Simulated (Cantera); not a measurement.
An adiabatic, constant-volume homogeneous reactor starts with CO : H₂ : O₂ : N₂ : H₂O = 1 : 0.65 : 2.06 : 7.75 : 1.3 (molar parts), equivalence ratio 0.40, at 1798 K and 5.00 bar.

Cantera simulation using GRI-Mech 3.0 (53 species, 325 reactions); the numbers are that mechanism's predictions, not measurements. The hydrogen kinetics of GRI-Mech 3.0 are dated; newer H2 mechanisms differ, most at raised pressure.

x: mole fraction; the columns are a selection and need not sum to one.

```tsv
t (s)	T (K)	P (bar)	x CO	x H₂	x O₂	x HO₂	x NO₂	x H	x H₂O
3.00e-6	2010	5.52	0.0624	0.00757	0.124	0.000102	7.26e-9	(withheld)	0.135
6.31e-6	2388	6.41	0.0270	0.00619	0.108	3.64e-5	5.02e-8	(withheld)	0.140
1.33e-5	2630	6.95	0.0120	0.00322	0.103	2.44e-5	1.93e-7	(withheld)	0.148
2.79e-5	2685	7.07	0.00831	0.00249	0.102	2.60e-5	4.76e-7	0.00103	0.151
5.88e-5	2686	7.07	0.00816	0.00246	0.101	2.60e-5	1.11e-6	0.00101	0.151
0.000124	2684	7.07	0.00812	0.00245	0.101	2.58e-5	2.40e-6	0.00101	0.151
0.000260	2681	7.06	0.00806	0.00244	0.100	2.55e-5	4.92e-6	0.000991	0.151
0.000548	2676	7.04	0.00794	0.00241	0.0985	2.48e-5	9.42e-6	0.000965	0.151
0.00115	2668	7.02	0.00778	0.00236	0.0962	2.40e-5	1.58e-5	0.000929	0.151
0.00242	2660	7.00	0.00763	0.00232	0.0941	2.32e-5	2.16e-5	0.000896	0.152
0.00510	2658	6.99	0.00757	0.00231	0.0933	2.29e-5	2.38e-5	0.000884	0.152
0.0107	2657	6.99	0.00757	0.00231	0.0932	2.29e-5	2.39e-5	0.000883	0.152
0.0226	2657	6.99	0.00757	0.00231	0.0932	2.29e-5	2.39e-5	0.000883	0.152
0.0475	2657	6.99	0.00757	0.00231	0.0932	2.29e-5	2.39e-5	0.000883	0.152
0.100	2657	6.99	0.00757	0.00231	0.0932	2.29e-5	2.39e-5	0.000883	0.152
```

Q: Some entries are withheld; supply them.

A: 
- 3.00e-6, x H: 0.00863
- 6.31e-6, x H: 0.00490
- 1.33e-5, x H: 0.00155
